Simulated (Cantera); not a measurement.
# Thermal oxidation and active oxidation of silicon: Si + N₂O + N₂ + O₂

A closed system holds: 1 mol Si, 0.039 mol N₂O, 19 mol N₂, 0.0039 mol O₂, at 75.0 Torr.

Cantera equilibrium calculation (NASA polynomials, part measured and part estimated; ideal gas, pure solids and liquids). Candidate condensed phases: Si, SiO₂, Si₂N₂O, Si₃N₄; 16 gas species. Mutual solubility and eutectic melting of coexisting phases are not modelled. The tables' values for SiN are old estimates; treat these amounts as uncertain. Kinetics and transport are ignored.

```json
[
 {"T (K)": "948", "log p N₂": "-1.00", "log p SiO": "<-13", "log p Si": "<-13", "log p SiN": "<-13", "log p Si₂N": "<-13", "log p Si₂": "<-13", "log p Si₃": "<-13", "n Si₂N₂O(s)": "0.0468", "n Si₃N₄(s)": "0.302"},
 {"T (K)": "1023", "log p N₂": "-1.00", "log p SiO": "<-13", "log p Si": "<-13", "log p SiN": "<-13", "log p Si₂N": "<-13", "log p Si₂": "<-13", "log p Si₃": "<-13", "n Si₂N₂O(s)": "0.0468", "n Si₃N₄(s)": "0.302"},
 {"T (K)": "1098", "log p N₂": "-1.00", "log p SiO": "<-13", "log p Si": "<-13", "log p SiN": "<-13", "log p Si₂N": "<-13", "log p Si₂": "<-13", "log p Si₃": "<-13", "n Si₂N₂O(s)": "0.0468", "n Si₃N₄(s)": "0.302"},
 {"T (K)": "1173", "log p N₂": "-1.00", "log p SiO": "-12.81", "log p Si": "<-13", "log p SiN": "<-13", "log p Si₂N": "<-13", "log p Si₂": "<-13", "log p Si₃": "<-13", "n Si₂N₂O(s)": "0.0468", "n Si₃N₄(s)": "0.302"},
 {"T (K)": "1248", "log p N₂": "-1.00", "log p SiO": "-11.25", "log p Si": "<-13", "log p SiN": "<-13", "log p Si₂N": "<-13", "log p Si₂": "<-13", "log p Si₃": "<-13", "n Si₂N₂O(s)": "0.0468", "n Si₃N₄(s)": "0.302"},
 {"T (K)": "1323", "log p N₂": "-1.00", "log p SiO": "-9.87", "log p Si": "<-13", "log p SiN": "<-13", "log p Si₂N": "<-13", "log p Si₂": "<-13", "log p Si₃": "<-13", "n Si₂N₂O(s)": "0.0468", "n Si₃N₄(s)": "0.302"},
 {"T (K)": "1398", "log p N₂": "-1.00", "log p SiO": "-8.64", "log p Si": "-11.95", "log p SiN": "-12.14", "log p Si₂N": "<-13", "log p Si₂": "<-13", "log p Si₃": "<-13", "n Si₂N₂O(s)": "0.0468", "n Si₃N₄(s)": "0.302"},
 {"T (K)": "1473", "log p N₂": "-1.00", "log p SiO": "-7.54", "log p Si": "-10.63", "log p SiN": "-10.97", "log p Si₂N": "<-13", "log p Si₂": "<-13", "log p Si₃": "<-13", "n Si₂N₂O(s)": "0.0468", "n Si₃N₄(s)": "0.302"},
 {"T (K)": "1548", "log p N₂": "-1.00", "log p SiO": "-6.55", "log p Si": "-9.45", "log p SiN": "-9.93", "log p Si₂N": "-11.68", "log p Si₂": "<-13", "log p Si₃": "<-13", "n Si₂N₂O(s)": "0.0467", "n Si₃N₄(s)": "0.302"},
 {"T (K)": "1623", "log p N₂": "-1.00", "log p SiO": "-5.65", "log p Si": "-8.38", "log p SiN": "-8.98", "log p Si₂N": "-10.31", "log p Si₂": "-12.49", "log p Si₃": "<-13", "n Si₂N₂O(s)": "0.0464", "n Si₃N₄(s)": "0.302"},
 {"T (K)": "1698", "log p N₂": "-1.00", "log p SiO": "-4.83", "log p Si": "-7.40", "log p SiN": "-8.11", "log p Si₂N": "-9.07", "log p Si₂": "-10.97", "log p Si₃": "-12.79", "n Si₂N₂O(s)": "0.0441", "n Si₃N₄(s)": "0.303"},
 {"T (K)": "1773", "log p N₂": "-1.00", "log p SiO": "-4.09", "log p Si": "-6.50", "log p SiN": "-7.32", "log p Si₂N": "-7.94", "log p Si₂": "-9.59", "log p Si₃": "-11.04", "n Si₂N₂O(s)": "0.0318", "n Si₃N₄(s)": "0.307"},
 {"T (K)": "1848", "log p N₂": "-1.00", "log p SiO": "-3.60", "log p Si": "-5.68", "log p SiN": "-6.60", "log p Si₂N": "-6.90", "log p Si₂": "-8.32", "log p Si₃": "-9.44", "n Si₂N₂O(s)": "0", "n Si₃N₄(s)": "0.318"},
 {"T (K)": "1923", "log p N₂": "-1.00", "log p SiO": "-3.60", "log p Si": "-4.93", "log p SiN": "-5.93", "log p Si₂N": "-5.94", "log p Si₂": "-7.16", "log p Si₃": "-7.97", "n Si₂N₂O(s)": "0", "n Si₃N₄(s)": "0.317"}
]
```
log p: log10 of the partial pressure in bar; n: condensed amount in mol.

From 948 K to 1773 K the condensed part is Si₂N₂O(s) + Si₃N₄(s). From 1848 K to 1923 K the condensed part is Si₃N₄(s).
